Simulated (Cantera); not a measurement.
An adiabatic, constant-pressure homogeneous reactor starts with C3H8 : O2 : N2 : CO2 = 1 : 6.25 : 48.1 : 2.5 (molar parts), at 1298 K and 1.00 atm.

Model: GRI-Mech 3.0 (53 species, 325 reactions), integrated in Cantera. GRI-Mech 3.0 was tuned for natural gas; its chemistry of propane as a main component is partial and can be far from experiment.

One state of this run: T (K) = 2164; x C3H8 = <1e-12; x O2 = 0.0214; x CO2 = 0.0904; x CO = 0.00288; x C2H4 = <1e-12; x HCN = <1e-12; x CH2CO = <1e-12. x: mole fraction; the columns are a selection and need not sum to one.

Problem. Which value of t (s) does it belong to?
A) 0.205
B) 0.000807
C) 3.41e-5
D) 1.54e-5

Solution. A, 0.205
